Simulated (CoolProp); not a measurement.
Vapour-liquid equilibrium of propane (1) + n-pentane (2) at -34.85 °C; x and y are mole fractions of (1).

Computed with CoolProp (multi-fluid Helmholtz-energy mixture model, Lemmon 2009 and Thol 2019; pair parameters Kunz 2012).

| x | bubble pressure (bar) | y at the bubble point | dew pressure at overall composition x (bar) | liquid density (mol/L) |
|---|---|---|---|---|
| 0.05 | 0.1311 | 0.723 | 0.03987 | 9.490 |
| 0.125 | 0.2573 | 0.868 | 0.04323 | 9.653 |
| 0.2 | 0.3713 | 0.915 | 0.04721 | 9.843 |
| 0.275 | 0.4766 | 0.938 | 0.05198 | 10.06 |
| 0.35 | 0.5757 | 0.953 | 0.05784 | 10.30 |
| 0.425 | 0.6707 | 0.963 | 0.06517 | 10.57 |
| 0.5 | 0.7628 | 0.971 | 0.07463 | 10.85 |
| 0.575 | 0.8533 | 0.977 | 0.08730 | 11.16 |
| 0.65 | 0.9429 | 0.982 | 0.1051 | 11.48 |
| 0.725 | 1.033 | 0.987 | 0.1321 | 11.81 |
| 0.8 | 1.123 | 0.991 | 0.1775 | 12.14 |
| 0.875 | 1.216 | 0.994 | 0.2701 | 12.47 |
| 0.95 | 1.313 | 0.998 | 0.5523 | 12.78 |

No azeotrope shows between x = 0.05 and 0.95.

Pair parameters are fitted to limited data, so mixtures are less certain than the pure fluids.
